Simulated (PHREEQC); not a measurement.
PHREEQC input (ion-association model, phreeqc.dat):

```
SOLUTION_SPECIES
  CO3-2 + 10 H+ + 8 e- = CH4 + 3 H2O  # shut off: no methane
    -log_k -100
    -delta_h 0
    -analytic -100
SOLUTION 1
  temp 25
  units mol/kgw
  pH 7 charge
  Cl 0.036
  Mg 0.018
END
SELECTED_OUTPUT 1
  -reset false
  -pH true
  -pe true
  -ionic_strength true
  -water true
  -totals C Cl Mg C(-4) C(4) Ntg
  -molalities H+ Mg+2 Cl- CO3-2 OH- HCO3- CO2 (CO2)2 MgOH+ MgCO3
    MgHCO3+
USER_PUNCH 1
  -headings p_CO2(g) phi_CO2(g) p_Ntg(g) phi_Ntg(g) p_H2O(g) phi_H2O(g) density
  10 PUNCH PR_P("CO2(g)"), PR_PHI("CO2(g)"), PR_P("Ntg(g)"), PR_PHI("Ntg(g)"), PR_P("H2O(g)"), PR_PHI("H2O(g)"), RHO
PRINT
  -reset false
USE solution 1
REACTION_TEMPERATURE 1
  60
GAS_PHASE 1
  -fixed_pressure
  -pressure 2
  -temperature 60
  -volume 20
  CO2(g) 1.2
  Ntg(g) 0.8
  H2O(g) 0
END
# ... the last block is repeated for the other 12 points of P (atm)
```

Selected output (columns that matter, 13 of 13 rows; P (atm) added in front):

```
P (atm)	pH	mu	C	Cl	Mg	Ntg	m_H+	p_CO2(g)	phi_CO2(g)	p_Ntg(g)	phi_Ntg(g)	p_H2O(g)	phi_H2O(g)	density
2	3.9907	0.05425	0.017418	0.036104	0.018052	0.00034916	0.00012136	1.0728	0.99239	0.72914	1.0014	0.19807	0.9871	0.98482
5	3.7808	0.054302	0.045671	0.0361	0.01805	0.00092821	0.00019677	2.8558	0.98139	1.9426	1.0025	0.20158	0.97138	0.98519
10	3.6304	0.054369	0.091173	0.036102	0.018051	0.0018876	0.0002782	5.8287	0.96339	3.9637	1.0044	0.20759	0.94567	0.98578
20	3.4867	0.054465	0.17644	0.036109	0.018055	0.0037868	0.00038735	11.778	0.92837	8.0013	1.0091	0.22029	0.89581	0.98692
30	3.4068	0.054539	0.25429	0.036118	0.018059	0.0056641	0.00046553	17.733	0.89458	12.033	1.0144	0.23397	0.84796	0.98798
40	3.3528	0.054602	0.32504	0.036128	0.018064	0.0075239	0.00052709	23.693	0.86202	16.059	1.0206	0.2487	0.80212	0.98899
50	3.313	0.054658	0.38903	0.036139	0.01807	0.0093707	0.00057769	29.656	0.8307	20.08	1.0275	0.26455	0.75829	0.98994
75	3.2466	0.054779	0.52192	0.036171	0.018085	0.013955	0.00067311	44.578	0.7578	30.112	1.0481	0.30951	0.65753	0.99208
100	3.2053	0.054888	0.62138	0.036209	0.018104	0.01853	0.0007401	59.514	0.69276	40.123	1.0729	0.36276	0.56945	0.99395
150	3.1569	0.055095	0.74752	0.036302	0.018151	0.027706	0.00082721	89.402	0.58649	60.103	1.1298	0.49467	0.43072	0.99707
200	3.1282	0.055294	0.81656	0.036406	0.018203	0.03675	0.00088329	119.29	0.50985	80.057	1.1871	0.65441	0.33608	0.99972
300	3.0894	0.055642	0.891	0.036597	0.018298	0.053504	0.00096527	179.04	0.41976	119.95	1.284	1.0125	0.23161	1.0045
400	3.0582	0.055908	0.93853	0.036739	0.018369	0.06824	0.0010367	238.77	0.37591	159.85	1.3679	1.3774	0.18152	1.0089
```

Complexes and solids missing from the database can't appear. At this temperature some constants are extrapolated from 25 °C, and those without enthalpy data are left unchanged.
